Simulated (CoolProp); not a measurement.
Properties of oxygen along the isotherm 119 K.

Computed with CoolProp (reference Helmholtz-energy equation of state, Schmidt 1985).

| p (bar) | phase | density (kg/m³) | cp (kJ/(kg K)) | Joule-Thomson coefficient (K/MPa) | Prandtl number | fugacity coefficient |
|---|---|---|---|---|---|---|
| 5.05 | gas | 17.68 | 1.024 | 14.28 | 0.826 | 0.9291 |
| 10.1 | liquid | 980.6 | 1.910 | -0.09526 | 1.75 | 0.8263 |
| 15.1 | liquid | 983.2 | 1.897 | -0.1040 | 1.74 | 0.5619 |
| 20.2 | liquid | 985.9 | 1.884 | -0.1124 | 1.74 | 0.4271 |
| 25.2 | liquid | 988.4 | 1.873 | -0.1203 | 1.73 | 0.3480 |
| 30.3 | liquid | 990.9 | 1.861 | -0.1280 | 1.73 | 0.2943 |
| 35.3 | liquid | 993.3 | 1.851 | -0.1352 | 1.72 | 0.2568 |
| 40.4 | liquid | 995.7 | 1.840 | -0.1422 | 1.72 | 0.2281 |
| 45.4 | liquid | 997.9 | 1.831 | -0.1488 | 1.71 | 0.2063 |
| 50.5 | liquid | 1000 | 1.821 | -0.1553 | 1.71 | 0.1886 |
| 55.5 | liquid | 1002 | 1.812 | -0.1613 | 1.70 | 0.1744 |
| 60.6 | liquid | 1005 | 1.804 | -0.1673 | 1.70 | 0.1623 |
| 65.6 | liquid | 1007 | 1.796 | -0.1729 | 1.70 | 0.1524 |
| 70.6 | liquid | 1009 | 1.788 | -0.1783 | 1.69 | 0.1439 |
| 75.7 | liquid | 1011 | 1.781 | -0.1836 | 1.69 | 0.1364 |

Viscosity comes from a separate model (Lemmon 2004). Thermal conductivity comes from a separate model (Lemmon 2004).
